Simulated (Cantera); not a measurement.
Input (Python, Cantera):

```python
import numpy as np
import cantera as ct

gas = ct.Solution("gri30.yaml")
gas.TPX = 1200, 100000, {'CH4': 1, 'CO': 0.64, 'O2': 4.94, 'N2': 18.6}
reactor = ct.IdealGasReactor(gas, energy="on", clone=False)
net = ct.ReactorNet([reactor])
net.rtol, net.atol = 1e-08, 1e-16
show = ['CH4', 'CO', 'O2', 'CH2O', 'CH2', 'CO2', 'C2H2']
times = np.geomspace(4e-06, 1, 16)

steps = ct.SolutionArray(gas, extra=["t"])
rows = []
print(f"{'t/s':>10s}{'T/K':>9s}{'P/Pa':>11s}" + "".join(f"{s:>11s}" for s in show))
for t in times:
    while net.time < t:
        t_next = net.step()
        steps.append(gas.state, t=t_next)
    rows.append([np.interp(t, steps.t, y) for y in (steps.T, steps.P, *steps(*show).X.T)])
    print(f"{t:10.3e}{rows[-1][0]:9.1f}{rows[-1][1]:11.4g}" + "".join(f"{x:11.3e}" for x in rows[-1][2:]))
rate = np.gradient(steps.T, steps.t)
print("integrator steps:", len(steps.t))
if steps.T.max() > steps.T[0] + 200:
    print(f"time of steepest temperature rise: {steps.t[rate.argmax()]:.4e} s")
gas.TPX = 1200, 100000, {'CH4': 1, 'CO': 0.64, 'O2': 4.94, 'N2': 18.6}
gas.equilibrate("UV")
print(f"equilibrium (UV): T = {gas.T:.1f} K  " + "  ".join(f"{s} {gas[s].X[0]:.3e}" for s in show))
```

It prints:

```
       t/s      T/K       P/Pa        CH4         CO         O2       CH2O        CH2        CO2       C2H2
 4.000e-06   1200.0      1e+05  3.971e-02  2.542e-02  1.962e-01  4.439e-12  4.202e-18  1.018e-09  1.729e-22
 9.161e-06   1200.0      1e+05  3.971e-02  2.542e-02  1.962e-01  2.936e-11  1.773e-17  2.404e-09  1.127e-21
 2.098e-05   1200.0      1e+05  3.971e-02  2.542e-02  1.962e-01  1.833e-10  5.293e-17  5.689e-09  7.094e-21
 4.804e-05   1200.0      1e+05  3.971e-02  2.542e-02  1.962e-01  1.067e-09  1.571e-16  1.364e-08  4.595e-20
 1.100e-04   1200.0      1e+05  3.971e-02  2.542e-02  1.962e-01  6.036e-09  5.411e-16  3.396e-08  4.297e-19
 2.520e-04   1200.0      1e+05  3.971e-02  2.542e-02  1.962e-01  3.471e-08  2.358e-15  9.040e-08  8.405e-18
 5.771e-04   1200.0      1e+05  3.971e-02  2.542e-02  1.962e-01  2.130e-07  1.376e-14  2.620e-07  2.989e-16
 1.322e-03   1200.0      1e+05  3.971e-02  2.542e-02  1.962e-01  1.441e-06  1.089e-13  8.254e-07  1.683e-14
 3.027e-03   1200.1      1e+05  3.969e-02  2.541e-02  1.962e-01  1.009e-05  8.446e-13  3.000e-06  1.430e-12
 6.931e-03   1200.7  1.001e+05  3.961e-02  2.541e-02  1.961e-01  5.067e-05  2.481e-12  1.238e-05  6.900e-11
 1.587e-02   1203.7  1.003e+05  3.925e-02  2.540e-02  1.959e-01  1.992e-04  9.588e-12  6.010e-05  2.298e-09
 3.635e-02   2411.4  1.994e+05  1.537e-19  3.152e-03  1.024e-01  1.623e-12  8.708e-19  6.250e-02  1.096e-23
 8.326e-02   2393.7  1.978e+05  1.240e-19  2.926e-03  9.839e-02  1.401e-12  6.289e-19  6.275e-02  7.415e-24
 1.907e-01   2392.0  1.977e+05  1.214e-19  2.905e-03  9.799e-02  1.381e-12  6.084e-19  6.277e-02  7.126e-24
 4.367e-01   2392.0  1.977e+05  1.214e-19  2.905e-03  9.799e-02  1.381e-12  6.083e-19  6.277e-02  7.125e-24
 1.000e+00   2392.0  1.977e+05  1.214e-19  2.905e-03  9.799e-02  1.381e-12  6.083e-19  6.277e-02  7.125e-24
integrator steps: 2215
time of steepest temperature rise: 2.9952e-02 s
equilibrium (UV): T = 2392.0 K  CH4 1.839e-19  CO 2.905e-03  O2 9.799e-02  CH2O 1.381e-12  CH2 1.053e-18  CO2 6.277e-02  C2H2 8.333e-24
```

Detailed kinetics in Cantera: GRI-Mech 3.0 (53 species, 325 reactions).
